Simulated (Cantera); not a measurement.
What does this Cantera script print?

```python
import numpy as np
import cantera as ct

gas_names = """
    C CH CH2 CH3 CH4 C2 C2H C2H2,acetylene C2H2,vinylidene C2H3,vinyl C2H4 C2H5 C2H6 C3 C3H3,propargyl
    C3H4,allene C3H4,propyne C3H4,cyclo- C3H5,allyl C3H6,propylene C3H6,cyclo- C3H7,n-propyl
    C3H7,i-propyl C3H8 C4 C4H2 C4H4,1,3-cyclo- C4H6,butadiene C4H6,2-butyne C4H6,cyclo- C4H8,1-butene
    C4H8,cis2-buten C4H8,tr2-butene C4H8,isobutene C4H8,cyclo- C4H9,n-butyl C4H9,i-butyl C4H9,s-butyl
    C4H9,t-butyl C4H10,isobutane C4H10,n-butane C5 C5H6,1,3cyclo- C5H8,cyclo- C5H10,1-pentene
    C5H10,cyclo- C5H11,pentyl C5H11,t-pentyl C5H12,n-pentane C5H12,i-pentane CH3C(CH3)2CH3 C6H2
    C6H5,phenyl C6H6 C6H10,cyclo- C6H12,1-hexene C6H12,cyclo- C6H13,n-hexyl C7H7,benzyl C7H8
    C7H14,1-heptene C7H15,n-heptyl C7H16,n-heptane C8H8,styrene C8H10,ethylbenz C8H16,1-octene
    C8H17,n-octyl C8H18,isooctane C8H18,n-octane C9H19,n-nonyl C10H8,naphthale C10H21,n-decyl
    C12H9,o-bipheny C12H10,bipheny H H2 Si SiC SiC2 SiC4H12 SiH SiH2 SiH3 SiH4 Si2 Si2C Si3
""".split()
cond_names = """
    C(gr) C6H6(L) C7H8(L) C8H18(L),n-octa Si(cr) Si(L) SiC(b)
""".split()


def load(file, names, dense=False):
    # The tables refer to 1 bar. Condensed volumes are neglected.
    table = {s.name: s for s in ct.Species.list_from_file(file)}
    out = []
    for n in names:
        d = dict(table[n].input_data)
        d["thermo"] = dict(d["thermo"], **{"reference-pressure": 1e5})
        if dense:
            d["equation-of-state"] = {"model": "constant-volume", "density": "1e6 g/cm^3"}
        out.append(ct.Species.from_dict(d))
    return out


gas = ct.Solution(thermo="ideal-gas", species=load("nasa_gas.yaml", gas_names))
cond = {s.name: ct.Solution(thermo="fixed-stoichiometry", species=[s], name=s.name)
        for s in load("nasa_condensed.yaml", cond_names, dense=True)}
atoms = {
    'Si(CH3)4': {'Si': 1, 'C': 4, 'H': 12},
    'C2H4': {'C': 2, 'H': 4},
    'H2': {'H': 2},
}
top_T = {'C(gr)': 4500, 'SiC(b)': 3050}  # K; cautious upper limits of use, not melting points


def equilibrate(T, P, feed):
    n = {}
    for name, mol in feed.items():
        for a, k in atoms[name].items():
            n[a] = n.get(a, 0.0) + k * mol
    gas.TPX = T, P, n
    mass = sum(n.values()) * gas.mean_molecular_weight
    gas.equilibrate("TP")
    valid = [c for c in cond.values() if c.min_temp <= T <= top_T.get(c.name, c.max_temp)]
    mix = ct.Mixture([(gas, mass / gas.mean_molecular_weight)] + [(c, 0.0) for c in valid])
    mix.T, mix.P = T, P
    mix.equilibrate("TP", solver="vcs", rtol=1e-11, max_steps=5000)
    return mix


results = []
T = 2048.15  # K
P = 520  # Pa
for m in [88, 110, 140, 180, 230, 290, 370, 470, 600, 770, 980]:
    feed = {'Si(CH3)4': 1, 'C2H4': 0.57, 'H2': m}  # mol
    mix = equilibrate(T, P, feed)
    results.append((T, P, feed, dict(zip(mix.species_names, mix.species_moles))))
    x = sorted(zip(gas.X, gas.species_names), reverse=True)
    print(f"T = {T:g} K  P = {P:g} Pa  n(H2) = {m:g} mol  gas = {mix.phase_moles(0):.4g} mol")
    print("   x: " + "  ".join(f"{s} {v:.3e}" for v, s in x if v > 1e-05))
    print("   condensed (mol): " + ("  ".join(f"{mix.phase(i).name} {mix.phase_moles(i):.4g}"
          for i in range(1, mix.n_phases) if mix.phase_moles(i) > 1e-12) or "none"))
```

It prints:

```
T = 2048.15 K  P = 520 Pa  n(H2) = 88 mol  gas = 96.72 mol
   x: H2 9.673e-01  H 3.057e-02  C2H2,acetylene 1.015e-03  Si 9.497e-04  SiC2 4.893e-05  SiH 4.092e-05  Si2C 3.174e-05
   condensed (mol): C(gr) 4.038  SiC(b) 0.8923
T = 2048.15 K  P = 520 Pa  n(H2) = 110 mol  gas = 119.1 mol
   x: H2 9.673e-01  H 3.057e-02  C2H2,acetylene 1.015e-03  Si 9.497e-04  SiC2 4.893e-05  SiH 4.092e-05  Si2C 3.174e-05
   condensed (mol): C(gr) 4.015  SiC(b) 0.8674
T = 2048.15 K  P = 520 Pa  n(H2) = 140 mol  gas = 149.6 mol
   x: H2 9.673e-01  H 3.057e-02  C2H2,acetylene 1.015e-03  Si 9.497e-04  SiC2 4.893e-05  SiH 4.092e-05  Si2C 3.174e-05
   condensed (mol): C(gr) 3.982  SiC(b) 0.8335
T = 2048.15 K  P = 520 Pa  n(H2) = 180 mol  gas = 190.2 mol
   x: H2 9.673e-01  H 3.057e-02  C2H2,acetylene 1.015e-03  Si 9.497e-04  SiC2 4.893e-05  SiH 4.092e-05  Si2C 3.174e-05
   condensed (mol): C(gr) 3.94  SiC(b) 0.7882
T = 2048.15 K  P = 520 Pa  n(H2) = 230 mol  gas = 241.1 mol
   x: H2 9.673e-01  H 3.057e-02  C2H2,acetylene 1.015e-03  Si 9.497e-04  SiC2 4.893e-05  SiH 4.092e-05  Si2C 3.174e-05
   condensed (mol): C(gr) 3.886  SiC(b) 0.7316
T = 2048.15 K  P = 520 Pa  n(H2) = 290 mol  gas = 302.1 mol
   x: H2 9.673e-01  H 3.057e-02  C2H2,acetylene 1.015e-03  Si 9.497e-04  SiC2 4.893e-05  SiH 4.092e-05  Si2C 3.174e-05
   condensed (mol): C(gr) 3.822  SiC(b) 0.6637
T = 2048.15 K  P = 520 Pa  n(H2) = 370 mol  gas = 383.4 mol
   x: H2 9.673e-01  H 3.057e-02  C2H2,acetylene 1.015e-03  Si 9.497e-04  SiC2 4.893e-05  SiH 4.092e-05  Si2C 3.174e-05
   condensed (mol): C(gr) 3.736  SiC(b) 0.5732
T = 2048.15 K  P = 520 Pa  n(H2) = 470 mol  gas = 485.1 mol
   x: H2 9.673e-01  H 3.057e-02  C2H2,acetylene 1.015e-03  Si 9.497e-04  SiC2 4.893e-05  SiH 4.092e-05  Si2C 3.174e-05
   condensed (mol): C(gr) 3.629  SiC(b) 0.46
T = 2048.15 K  P = 520 Pa  n(H2) = 600 mol  gas = 617.2 mol
   x: H2 9.673e-01  H 3.057e-02  C2H2,acetylene 1.015e-03  Si 9.497e-04  SiC2 4.893e-05  SiH 4.092e-05  Si2C 3.174e-05
   condensed (mol): C(gr) 3.49  SiC(b) 0.3129
T = 2048.15 K  P = 520 Pa  n(H2) = 770 mol  gas = 790 mol
   x: H2 9.673e-01  H 3.057e-02  C2H2,acetylene 1.015e-03  Si 9.497e-04  SiC2 4.893e-05  SiH 4.092e-05  Si2C 3.174e-05
   condensed (mol): C(gr) 3.308  SiC(b) 0.1205
T = 2048.15 K  P = 520 Pa  n(H2) = 980 mol  gas = 1003 mol
   x: H2 9.674e-01  H 3.057e-02  C2H2,acetylene 1.015e-03  Si 8.551e-04  SiC2 4.406e-05  SiH 3.685e-05  Si2C 2.573e-05
   condensed (mol): C(gr) 2.982
```

These are equilibrium values from Cantera (NASA tables, ideal gas, pure condensed phases), not measurements of a reactor.
